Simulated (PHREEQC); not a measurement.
**Hard or scaling water: speciation**

A solution holds 0.023 mol/kgw CaCl2, 0.00067 mol/kgw Na2SO4 and 0.00034 mol/kgw H4SiO4, at 25 °C. Closed to the air; pH follows from the charge balance.

Computed with PHREEQC (Pitzer model, pitzer.dat).

Precipitation was switched off in this run.

Q: Estimate the pH, density.

A: pH 6.59; density 0.999 g/cm³.

Species that the database lacks are ignored.
